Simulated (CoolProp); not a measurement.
The fluid at 298.15 K and 2.47 MPa flows at 0.15 m/s in a round tube of 25 mm bore and 45 µm roughness, fully developed (64/Re and Nu = 3.66 if laminar; Colebrook and Gnielinski if turbulent). The same conditions are run with several fluids, on thermodynamics alone (safety and materials aside).

Computed with CoolProp (reference Helmholtz-energy equation of state of each fluid (R142b: Lemmon 2006; R125: Lemmon 2005; n-hexane: Thol 2019; R404A: Lemmon 2003; ethylbenzene: Zhou 2012)). Blends and air are pseudo-pure fits.

```json
[
 {"fluid": "R142b", "Reynolds number": "17700", "Darcy friction factor": "0.0301", "pressure drop (Pa/m)": "15.1", "heat-transfer coefficient (W/(m² K))": "…", "mass flow (kg/h)": "…"},
 {"fluid": "R125", "Reynolds number": "30700", "Darcy friction factor": "0.0276", "pressure drop (Pa/m)": "…", "heat-transfer coefficient (W/(m² K))": "432", "mass flow (kg/h)": "319"},
 {"fluid": "n-hexane", "Reynolds number": "8060", "Darcy friction factor": "…", "pressure drop (Pa/m)": "10.4", "heat-transfer coefficient (W/(m² K))": "302", "mass flow (kg/h)": "…"},
 {"fluid": "R404A", "Reynolds number": "30200", "Darcy friction factor": "…", "pressure drop (Pa/m)": "13.2", "heat-transfer coefficient (W/(m² K))": "455", "mass flow (kg/h)": "…"},
 {"fluid": "ethylbenzene", "Reynolds number": "5190", "Darcy friction factor": "…", "pressure drop (Pa/m)": "15.2", "heat-transfer coefficient (W/(m² K))": "234", "mass flow (kg/h)": "229"}
]
```

Problem. Complete the blanks.

Solution. 
- R142b, heat-transfer coefficient (W/(m² K)): 370
- R142b, mass flow (kg/h): 297
- R125, pressure drop (Pa/m): 15.0
- n-hexane, Darcy friction factor: 0.0351
- n-hexane, mass flow (kg/h): 174
- R404A, Darcy friction factor: 0.0277
- R404A, mass flow (kg/h): 280
- ethylbenzene, Darcy friction factor: 0.0390

Transport values come from each fluid's own correlations; those of R142b, ethylbenzene are estimates that may be off by 10 % or more.
